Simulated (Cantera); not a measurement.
Charge: 1 mol AlN, 21 mol HCl, held at 56.0 Pa.

These are equilibrium values from Cantera (NASA tables, ideal gas, pure condensed phases), not measurements of a reactor. Candidate condensed phases: Al, AlCl3, AlN, NH4Cl; 20 gas species. The tables' values for AlCl2 are old estimates; treat these amounts as uncertain. Equilibrium is a limit: real reactors are often held back by kinetics, nucleation or transport.

x: gas mole fraction; nothing condenses.

```tsv
T (K)	x HCl	x H2	x Cl	x AlCl3	x N2	x AlCl	x AlCl2
825	0.857	0.0714	1.10e-9	0.0476	0.0238	<1e-12	1.87e-9
975	0.857	0.0714	1.46e-7	0.0476	0.0238	1.37e-10	1.95e-7
1125	0.857	0.0714	5.35e-6	0.0476	0.0238	3.65e-8	5.77e-6
1275	0.857	0.0714	8.48e-5	0.0475	0.0238	2.56e-6	7.58e-5
1425	0.856	0.0714	0.000757	0.0469	0.0238	7.15e-5	0.000566
1575	0.853	0.0708	___	0.0437	0.0237	___	0.00269
1725	0.840	0.0682	___	___	0.0233	___	0.00758
1875	0.793	0.0693	0.0632	0.0137	0.0224	0.0205	0.0105
```

Q: Fill in the missing entries.

A: 
- 1725, x Cl: 0.0195
- 1725, x AlCl3: 0.0324
- 1725, x AlCl: 0.00665
- 1575, x Cl: 0.00448
- 1575, x AlCl: 0.000984
